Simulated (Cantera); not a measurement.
Input: 1 mol FeS, 2500 mol H2, at 22.0 mbar.

Method: chemical equilibrium by Gibbs-energy minimisation in Cantera with the NASA 1993 tables (ideal gas, pure condensed phases). Candidate condensed phases: Fe, FeS, FeS2, S; 8 gas species. Equilibrium is a limit: real reactors are often held back by kinetics, nucleation or transport.

Task: Which condensed phases are stable at each of these points (T (K)): 1550, 1600, 1650, 1700, 1750, 1800, 1850, 1900, 1950, 2000?

Result: 
```csv
T (K),condensed phases,Fe condensed (%)
1550,Fe(γ),95.2
1600,Fe(γ),87.5
1650,Fe(γ),69.3
1700,Fe(δ),28.4
1750,gas only,0.0
1800,gas only,0.0
1850,gas only,0.0
1900,gas only,0.0
1950,gas only,0.0
2000,gas only,0.0
```

From 1550 K to 1650 K the condensed part is Fe(γ). At 1700 K the condensed part is Fe(δ). From 1750 K to 2000 K nothing is condensed.
